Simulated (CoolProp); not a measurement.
Properties of n-nonane along the isobar 724 kPa (Tc = 594.5 K, pc = 2282 kPa, ω = 0.443).

The numbers come from the reference Helmholtz-energy equation of state, Lemmon 2006 in CoolProp. It is a short technical equation, of lower accuracy than the large ones.

```
T (K)   phase  density (kg/m³)  Joule-Thomson coefficient (K/MPa)  isothermal compressibility (1/MPa)
-----  ------  ---------------  ---------------------------------  ----------------------------------
503.8  liquid            525.7                             0.1434                             0.01027
514.5  liquid            511.2                             0.2548                             0.01284
525.2     gas            27.16                              18.45                               1.880
535.9     gas            25.93                              16.29                               1.803
546.6     gas            24.87                              14.56                               1.745
557.3     gas            23.94                              13.14                               1.699
567.9     gas            23.12                              11.95                               1.662
578.6     gas            22.38                              10.93                               1.631
589.3     gas            21.70                              10.05                               1.606
600       gas            21.09                              9.280                               1.584
```
